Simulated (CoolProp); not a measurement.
Propylene glycol along the isotherm 233.65 °C: Z from the reference equation and from simpler models built on Tc = 400.8 °C, pc = 72.92 bar, ω = 0.327; each cubic takes its own stable root.

Model: reference Helmholtz-energy equation of state, Eisenbach 2021, in CoolProp.

```tsv
p (bar)	phase	reference
30.4	liquid	0.06483
60.8	liquid	0.1290
91.1	liquid	0.1923
122	liquid	0.2563
152	liquid	0.3180
182	liquid	0.3791
213	liquid	0.4419
243	liquid	0.5022
273	liquid	0.5621
304	liquid	0.6236
334	liquid	0.6828
365	liquid	0.7436
```

Problem. How far does each simpler model (van der Waals, Redlich-Kwong, Soave-Redlich-Kwong) lie from the reference over these 12 states: mean and median of the absolute difference, and the worst?

Solution. 
- van der Waals: mean 47.8 %, median 46.8 %, worst +55.9 % at 233.65 °C and 30.4 bar
- Redlich-Kwong: mean 5.5 %, median 5.2 %, worst +8.8 % at 233.65 °C and 30.4 bar
- Soave-Redlich-Kwong: mean 1.4 %, median 1.3 %, worst +2.9 % at 233.65 °C and 30.4 bar
